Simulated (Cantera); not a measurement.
## Gas-phase reforming

An isothermal, constant-pressure homogeneous reactor starts with CH4 : CO2 = 1 : 0.88 (molar parts), at 1773 K and 7500 Torr.

Model: GRI-Mech 3.0 (53 species, 325 reactions), integrated in Cantera.

```csv
t (s),x CH4,x CO2,x HO2,x O2,x H2O,x CH2CO,x CH2
1.00e-5,0.527,0.468,<1e-12,<1e-12,4.38e-5,7.42e-10,1.05e-7
3.72e-5,0.511,0.465,<1e-12,<1e-12,0.000306,2.79e-8,2.09e-7
0.000138,0.443,0.446,<1e-12,4.35e-12,0.00331,9.95e-7,2.23e-7
0.000514,0.306,0.377,<1e-12,2.44e-11,0.0256,1.20e-5,1.32e-7
0.00191,0.151,0.236,<1e-12,5.63e-11,0.114,4.94e-5,1.18e-7
0.00711,0.0560,0.0833,<1e-12,4.84e-11,0.211,9.35e-5,1.31e-7
0.0265,0.0438,0.0490,<1e-12,2.00e-11,0.165,5.24e-5,7.44e-8
0.0984,0.0406,0.0262,<1e-12,5.23e-12,0.0920,1.79e-5,3.20e-8
0.366,0.0319,0.00993,<1e-12,<1e-12,0.0365,5.86e-6,1.50e-8
1.36,0.0230,0.00231,<1e-12,<1e-12,0.00877,2.88e-6,8.86e-9
5.06,0.0193,0.000134,<1e-12,<1e-12,0.000518,2.22e-6,7.09e-9
18.8,0.0191,2.08e-5,<1e-12,<1e-12,8.04e-5,2.19e-6,7.00e-9
70.0,0.0191,2.08e-5,<1e-12,<1e-12,8.04e-5,2.19e-6,7.00e-9
```
x: mole fraction; the columns are a selection and need not sum to one.

Equilibrium at this temperature and pressure: CH4 0.0191, CO2 2.14e-5, HO2 <1e-12, O2 <1e-12, H2O 8.28e-5, CH2CO 2.19e-6, CH2 7.00e-9 (gas phase only).
